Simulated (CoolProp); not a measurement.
Vapour-liquid equilibrium of propane (1) + isohexane (2) at 252.3 K; x and y are mole fractions of (1).

The numbers come from the multi-fluid Helmholtz-energy mixture model, Lemmon 2009 and Lemmon 2006; pair parameters Bell 2016 in CoolProp.

```tsv
x	bubble pressure (kPa)	y at the bubble point	dew pressure at overall composition x (kPa)	liquid density (mol/L)
0.05	[?]	[?]	2.935	8.164
0.2	51.80	0.955	3.480	8.691
0.35	87.10	0.977	4.273	9.273
0.5	121.4	[?]	5.533	9.918
0.65	[?]	[?]	7.845	10.63
0.8	189.3	0.996	13.48	[?]
0.95	224.7	0.999	47.52	12.29
```

**Question.** Fill in the missing entries.

**Answer.** 
- 0.05, bubble pressure (kPa): 15.27
- 0.05, y at the bubble point: 0.825
- 0.5, y at the bubble point: 0.987
- 0.65, bubble pressure (kPa): 155.3
- 0.65, y at the bubble point: 0.992
- 0.8, liquid density (mol/L): 11.42

No azeotrope shows between x = 0.05 and 0.95.

The pair parameters rest on a limited set of measurements; away from them the model extrapolates. The gap from Raoult's law changes sign with composition, which may be real or a fault of the pair parameters; it wasn't checked against measurements.
